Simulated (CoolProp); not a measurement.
Vapour-liquid equilibrium of p-xylene (1) + n-undecane (2) at 393.1 K; x and y are mole fractions of (1).

Computed with CoolProp (multi-fluid Helmholtz-energy mixture model, Zhou 2012 and Aleksandrov 2011; pair parameters Bell 2016).

```tsv
x	bubble pressure, mixture model (bar)	bubble pressure, Raoult's law (bar)	y, mixture model	y, Raoult's law
0.05	?	0.1249	0.230	0.242
0.2	0.1954	0.2004	0.587	0.602
0.35	0.2692	0.2760	0.755	0.765
0.5	?	0.3516	?	0.858
0.65	?	0.4271	?	0.918
0.8	?	0.5027	?	0.960
0.95	?	0.5783	0.991	0.991
```

**Question.** What belongs in the gaps?

**Answer.** 
- 0.05, bubble pressure, mixture model (bar): 0.1233
- 0.5, bubble pressure, mixture model (bar): 0.3444
- 0.5, y, mixture model: 0.852
- 0.65, bubble pressure, mixture model (bar): 0.4211
- 0.65, y, mixture model: 0.915
- 0.8, bubble pressure, mixture model (bar): 0.4989
- 0.8, y, mixture model: 0.959
- 0.95, bubble pressure, mixture model (bar): 0.5773

The largest gap from Raoult's law is -2.5 % in bubble pressure, at x = 0.2. No azeotrope shows between x = 0.05 and 0.95.

Pair parameters are fitted to limited data, so mixtures are less certain than the pure fluids.
